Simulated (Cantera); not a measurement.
Cantera run:

```python
import numpy as np
import cantera as ct

gas_names = """
    H H2 H2S Ni NiS S SH S2 S8
""".split()
cond_names = """
    Ni(cr) Ni(L) NiS(b) NiS(a) NiS(L) NiS2(s) NiS2(L) Ni3S2(I) Ni3S2(II) Ni3S2(L) Ni3S4(s) S(cr1) S(cr2)
    S(L)
""".split()


# ... load() reads the species with a 1 bar reference pressure and builds the phases ...
atoms = {
    'NiS': {'Ni': 1, 'S': 1},
    'H2': {'H': 2},
}
top_T = {'Ni3S4(s)': 620}  # K; cautious upper limits of use, not melting points


# ... equilibrate(T, P, feed) seeds the gas with the atoms and calls Mixture.equilibrate('TP', solver="vcs", rtol=1e-11, max_steps=5000) ...
results = []
feed = {'NiS': 1, 'H2': 0.37}  # mol
P = 1333.22  # Pa
for T in [1175, 1225, 1275, 1325, 1375, 1425, 1475, 1525, 1575, 1625, 1675, 1725, 1775]:
    mix = equilibrate(T, P, feed)
    results.append((T, P, feed, dict(zip(mix.species_names, mix.species_moles))))

top = {s: max(r[3][s] / sum(r[3][g] for g in gas_names) for r in results) for s in gas_names}
cols = sorted((s for s in top if top[s] > 0.0001), key=lambda s: -top[s])[:8]
seen = [c for c in cond_names if any(r[3].get(c, 0) > 1e-12 for r in results)]
print("log10 of partial pressures in bar; condensed amounts in mol")
print(f"{'T/K':>10s}" + "".join(f"{s[:9]:>10s}" for s in cols + seen))
for T, P, feed, n in results:
    ng = sum(n[g] for g in gas_names)
    print(f"{T:10.4g}" + "".join(f"{np.log10(max(n[s] / ng * P / 1e5, 1e-99)):10.3f}" for s in cols)
          + "".join(f"{n.get(c, 0):10.4g}" for c in seen))
```

Result:

```
log10 of partial pressures in bar; condensed amounts in mol
       T/K        H2       H2S        S2        SH         S         H       NiS        Ni  Ni3S2(L)
      1175    -2.290    -2.208    -2.699    -5.001    -7.828    -8.057   -10.551   -12.868    0.3333
      1225    -2.238    -2.285    -2.630    -4.805    -7.400    -7.625    -9.876   -11.974    0.3333
      1275    -2.196    -2.368    -2.577    -4.633    -7.012    -7.230    -9.258   -11.150    0.3333
      1325    -2.163    -2.454    -2.536    -4.482    -6.656    -6.868    -8.691   -10.387    0.3333
      1375    -2.137    -2.542    -2.505    -4.347    -6.330    -6.534    -8.167    -9.679    0.3333
      1425    -2.117    -2.632    -2.481    -4.226    -6.029    -6.225    -7.684    -9.021    0.3333
      1475    -2.102    -2.720    -2.463    -4.117    -5.750    -5.938    -7.236    -8.408    0.3333
      1525    -2.091    -2.807    -2.450    -4.018    -5.491    -5.671    -6.819    -7.836    0.3333
      1575    -2.082    -2.891    -2.440    -3.928    -5.250    -5.422    -6.431    -7.300    0.3333
      1625    -2.075    -2.974    -2.432    -3.845    -5.025    -5.189    -6.068    -6.798    0.3333
      1675    -2.070    -3.053    -2.427    -3.769    -4.814    -4.970    -5.729    -6.327    0.3333
      1725    -2.067    -3.130    -2.424    -3.699    -4.616    -4.764    -5.411    -5.884    0.3333
      1775    -2.064    -3.205    -2.423    -3.634    -4.430    -4.571    -5.113    -5.466    0.3332
```

These are equilibrium values from Cantera (NASA tables, ideal gas, pure condensed phases), not measurements of a reactor. Gases not in the tables: S3 to S7.
